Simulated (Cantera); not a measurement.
Cantera run:

```python
import numpy as np
import cantera as ct

gas_names = [...]  # 109 gases of nasa_gas.yaml made of C, Cl, H, Si
cond_names = """
    C(gr) C6H6(L) C7H8(L) C8H18(L),n-octa Si(cr) Si(L) SiC(b)
""".split()


# ... load() reads the species with a 1 bar reference pressure and builds the phases ...
atoms = {
    '(CH3)2SiCl2': {'C': 2, 'H': 6, 'Si': 1, 'CL': 2},
    'H2': {'H': 2},
    'C2H2': {'C': 2, 'H': 2},
}
top_T = {'C(gr)': 4500, 'SiC(b)': 3050}  # K; cautious upper limits of use, not melting points


# ... equilibrate(T, P, feed) seeds the gas with the atoms and calls Mixture.equilibrate('TP', solver="vcs", rtol=1e-11, max_steps=5000) ...
results = []
feed = {'(CH3)2SiCl2': 1, 'H2': 2.5, 'C2H2': 0.012}  # mol
P = 46000  # Pa
for T in [1798, 1898, 1998, 2098, 2198, 2298, 2398, 2498]:
    mix = equilibrate(T, P, feed)
    results.append((T, P, feed, dict(zip(mix.species_names, mix.species_moles))))

top = {s: max(r[3][s] / sum(r[3][g] for g in gas_names) for r in results) for s in gas_names}
cols = sorted((s for s in top if top[s] > 1e-06), key=lambda s: -top[s])[:8]
seen = [c for c in cond_names if any(r[3].get(c, 0) > 1e-12 for r in results)]
print("log10 of partial pressures in bar; condensed amounts in mol")
print(f"{'T/K':>10s}" + "".join(f"{s[:9]:>10s}" for s in cols + seen))
for T, P, feed, n in results:
    ng = sum(n[g] for g in gas_names)
    print(f"{T:10.4g}" + "".join(f"{np.log10(max(n[s] / ng * P / 1e5, 1e-99)):10.3f}" for s in cols)
          + "".join(f"{n.get(c, 0):10.4g}" for c in seen))
```

Result:

```
log10 of partial pressures in bar; condensed amounts in mol
       T/K        H2       HCL         H     SiCL2 C2H2,acet        CL        Si      SiCL     C(gr)    SiC(b)
      1798    -0.490    -0.881    -3.698    -2.403    -4.253    -4.205    -7.133    -5.827     1.086    0.9353
      1898    -0.489    -0.888    -3.352    -2.287    -3.914    -3.873    -6.344    -5.290     1.099    0.9202
      1998    -0.488    -0.897    -3.039    -2.189    -3.609    -3.575    -5.636    -4.811     1.114    0.9028
      2098    -0.488    -0.907    -2.756    -2.106    -3.333    -3.308    -4.995    -4.381     1.127    0.8836
      2198    -0.488    -0.919    -2.498    -2.035    -3.084    -3.067    -4.414    -3.993     1.137    0.8629
      2298    -0.490    -0.933    -2.264    -1.976    -2.859    -2.849    -3.884    -3.642     1.143    0.8399
      2398    -0.494    -0.949    -2.049    -1.928    -2.654    -2.651    -3.398    -3.324     1.145    0.8115
      2498    -0.500    -0.969    -1.854    -1.890    -2.470    -2.472    -2.953    -3.035     1.144    0.7692
```

These are equilibrium values from Cantera (NASA tables, ideal gas, pure condensed phases), not measurements of a reactor. The feed counts by its element totals alone. The tables' values for SiCl, SiCl3 are old estimates; treat these amounts as uncertain. Gases not in the tables: Si2H6 and higher silanes.
